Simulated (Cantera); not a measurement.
A perfectly stirred reactor is fed with CH4 : H2 = 1 : 0.96 (molar parts), at 20.0 Torr; it is held at 1750 K, and followed from long to short residence time.

Model: GRI-Mech 3.0 (53 species, 325 reactions), integrated in Cantera. GRI-Mech 3.0 stops at C3 and has no aromatics, soot or wall deposition, so with more carbon than oxygen in the feed, carbon stays in small species such as C2H2 where larger ones or solid carbon would form. Radical loss at walls, strong at low pressure, is not modelled.

x: mole fraction; the columns are a selection and need not sum to one.

```csv
τ (s),x CH4,x H2,x C2H6,x CH3,x C2H4,x H
1.1,0.0493,0.797,9.76e-6,0.00116,…,0.000935
0.46,0.0801,0.776,2.28e-5,0.00173,…,0.000835
0.19,0.128,0.743,5.10e-5,0.00252,…,0.000736
0.083,0.190,0.701,0.000100,0.00346,…,0.000645
0.035,0.272,0.645,0.000179,0.00454,…,0.000549
0.015,0.363,0.584,0.000262,0.00538,…,0.000447
0.0063,0.447,0.527,0.000266,0.00527,…,0.000323
0.0027,0.496,0.497,0.000122,0.00344,…,0.000178
0.0011,0.508,0.491,2.19e-5,0.00149,…,7.35e-5
0.00049,0.509,0.490,3.56e-6,0.000666,…,3.32e-5
```

What belongs in the gaps?


- 1.1, x C2H4: 0.000384
- 0.46, x C2H4: 0.000761
- 0.19, x C2H4: 0.00162
- 0.083, x C2H4: 0.00316
- 0.035, x C2H4: 0.00569
- 0.015, x C2H4: 0.00812
- 0.0063, x C2H4: 0.00732
- 0.0027, x C2H4: 0.00243
- 0.0011, x C2H4: 0.000242
- 0.00049, x C2H4: 2.29e-5
